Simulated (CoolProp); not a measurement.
Values from CoolProp's reference Helmholtz-energy equation of state, Thol 2019.

### Question
For decamethylcyclopentasiloxane (D5), give the phase and the Z, cp (kJ/(kg K)), cv (kJ/(kg K)), speed of sound (m/s) at 359.5 K and 6.2 MPa; 463.1 K and 3.69 MPa.

### Answer
- 359.5 K and 6.2 MPa: liquid; Z 0.854, cp 1.78, cv 1.54, speed of sound 795
- 463.1 K and 3.69 MPa: liquid; Z 0.452, cp 1.94, cv 1.72, speed of sound 523
